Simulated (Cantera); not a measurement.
A closed system holds: 1 mol Si, 0.0078 mol H₂O, 7.9 mol H₂, equilibrated at 1748 K and 0.0133 bar.

Equilibrium computed with Cantera from the NASA thermochemical tables; the gas is ideal and each condensed phase is pure. Candidate condensed phases: H₂O, Si, SiO₂; 18 gas species. Gases not in the tables: Si₂H₆ and higher silanes. Rates play no part.

Base state: H₂ 0.997, H 0.00198, SiO 0.000984, Si 0.000109, SiH₂ 2.05e-5, SiH 1.68e-5 (mole fractions); condensed: Si(l).

Question: What changes in the equilibrium state with this change: temperature from 1748 K to 1325 K?

Answer: 
```
species       before     after
----------  --------  --------
H₂             0.997     0.999
SiO         0.000984  0.000985
H            0.00198   1.42e-5
Si          0.000109   7.07e-9
SiH          1.68e-5   5.92e-9
SiH₂         2.05e-5   1.16e-7
Si(l), mol     0.991         0
Si(s), mol         0     0.992
```

Question: What changes in the equilibrium state with this change: temperature from 1748 K to 2048 K?

Answer: 
```json
[
 {"species": "H₂", "before": "0.997", "after": "0.974"},
 {"species": "H", "before": "0.00198", "after": "0.0191"},
 {"species": "Si", "before": "0.000109", "after": "0.00567"},
 {"species": "Si₂", "before": "5.61e-7", "after": "6.58e-5"},
 {"species": "Si₃", "before": "1.37e-7", "after": "1.38e-5"},
 {"species": "SiH", "before": "1.68e-5", "after": "0.000392"},
 {"species": "SiH₂", "before": "2.05e-5", "after": "0.000135"},
 {"species": "SiO", "before": "0.000984", "after": "0.000970"},
 {"species": "Si(l), mol", "before": "0.991", "after": "0.941"}
]
```
